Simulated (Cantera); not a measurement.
Feed: 1 mol TiC, 0.039 mol C, 0.34 mol H₂, equilibrated at 7.90 mbar.

Cantera equilibrium calculation (NASA polynomials, part measured and part estimated; ideal gas, pure solids and liquids). Candidate condensed phases: C, C₆H₆, C₇H₈, C₈H₁₈, Ti, TiC; 77 gas species. TiC: taken at fixed stoichiometry. Equilibrium is a limit: real reactors are often held back by kinetics, nucleation or transport.

log p: log10 of the partial pressure in bar; n: condensed amount in mol.

```csv
T (°C),log p H₂,log p H,log p Ti,log p C₃,log p C₂H₂ (acetylene),log p C₂H,log p C,n C(graphite),n TiC(s)
2175,-2.20,-2.80,-6.05,-6.66,-4.27,-6.06,-7.10,0.0337,1.000
2225,-2.23,-2.72,-5.78,-6.32,-4.20,-5.83,-6.79,0.0326,1.000
2275,-2.26,…,…,…,-4.14,…,…,0.0313,1.000
2325,-2.29,-2.57,-5.26,-5.67,-4.09,-5.42,-6.22,0.0298,1.000
2375,-2.33,-2.50,-5.02,-5.36,-4.05,-5.23,-5.94,0.0281,0.999
2425,-2.38,-2.44,…,…,-4.01,…,…,0.0261,0.999
2475,-2.44,-2.39,-4.57,-4.78,-3.99,-4.88,-5.43,0.0235,0.998
2525,-2.50,-2.34,-4.35,-4.51,-3.98,-4.72,-5.19,0.0197,0.997
2575,-2.58,-2.30,-4.14,-4.25,-3.99,-4.58,-4.96,0.0137,0.995
2625,-2.66,-2.27,-3.94,-4.00,-4.00,-4.44,-4.73,0.00370,0.992
2675,-2.75,-2.25,-3.71,-3.86,-4.10,-4.39,-4.55,0,0.986
2725,-2.86,-2.23,-3.48,-3.76,-4.23,-4.37,-4.38,0,0.974
```

**Question.** Complete the blanks.

**Answer.** 
- 2425, log p Ti: -4.79
- 2425, log p C₃: -5.07
- 2425, log p C₂H: -5.05
- 2425, log p C: -5.68
- 2275, log p H: -2.64
- 2275, log p Ti: -5.52
- 2275, log p C₃: -5.99
- 2275, log p C₂H: -5.62
- 2275, log p C: -6.50
